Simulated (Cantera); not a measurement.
## Silicon epitaxy and polysilicon growth: Si2Cl6 + HCl + H2

Feed: 1 mol Si2Cl6, a varied amount of HCl, 18 mol H2, held at 1698 K and 62.0 mbar.

These are equilibrium values from Cantera (NASA tables, ideal gas, pure condensed phases), not measurements of a reactor. Candidate condensed phases: Si; 19 gas species. The feed counts by its element totals alone. The tables' values for SiCl3, SiCl are old estimates; treat these amounts as uncertain. Gases not in the tables: Si2H6 and higher silanes. Equilibrium is a limit: real reactors are often held back by kinetics, nucleation or transport.

From 0.49 mol HCl to 1 mol HCl the condensed part is Si(l). From 1.2 mol HCl to 4.1 mol HCl nothing is condensed. The main Si-bearing gas is SiCl2 throughout.

```csv
n(HCl) (mol),x H2,x HCl,x SiCl2,x SiCl3,n Si(l)
0.49,0.783,0.133,0.0806,0.00244,0.208
0.58,0.782,0.133,0.0816,0.00249,0.177
0.7,0.779,0.134,0.0830,0.00255,0.136
0.83,0.777,0.135,0.0845,0.00262,0.0913
1,0.774,0.136,0.0864,0.00271,0.0326
1.2,0.768,0.141,0.0869,0.00283,0
1.4,0.761,0.148,0.0859,0.00296,0
1.7,0.752,0.159,0.0846,0.00315,0
2,0.742,0.170,0.0832,0.00333,0
2.4,0.730,0.184,0.0815,0.00355,0
2.9,0.715,0.201,0.0794,0.00381,0
3.5,0.698,0.220,0.0770,0.00410,0
4.1,0.682,0.238,0.0747,0.00436,0
```
x: gas mole fraction; n: condensed amount in mol.
